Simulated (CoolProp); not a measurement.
Saturation properties of chloromethane (R40) (Tc = 145.5 °C, pc = 6.929 MPa, ω = 0.150).

Values from CoolProp's reference Helmholtz-energy equation of state, Thol 2014.

```csv
T (°C),p (MPa),enthalpy of vaporisation (kJ/kg),liquid cp (kJ/(kg K)),vapour Z
10.05,0.3645,391.6,1.599,0.9189
20.05,0.4986,379.9,1.616,0.9009
29.95,0.6650,367.7,1.639,0.8810
39.95,0.8720,354.7,1.668,0.8587
49.85,1.120,341.0,___,0.8342
59.75,1.417,___,1.752,0.8074
69.75,1.772,310.3,1.812,0.7776
79.65,___,293.0,1.890,0.7452
89.65,2.666,273.8,1.997,0.7091
99.55,3.216,___,2.150,0.6695
109.55,3.852,227.8,2.393,0.6246
119.45,4.569,198.9,2.832,0.5734
129.45,___,161.7,3.904,0.5108
```

Some entries are withheld; supply them.


- 49.85, liquid cp (kJ/(kg K)): 1.705
- 59.75, enthalpy of vaporisation (kJ/kg): 326.3
- 79.65, p (MPa): 2.184
- 99.55, enthalpy of vaporisation (kJ/kg): 252.5
- 129.45, p (MPa): 5.391

It boils at -24.0 °C under 1 atm.
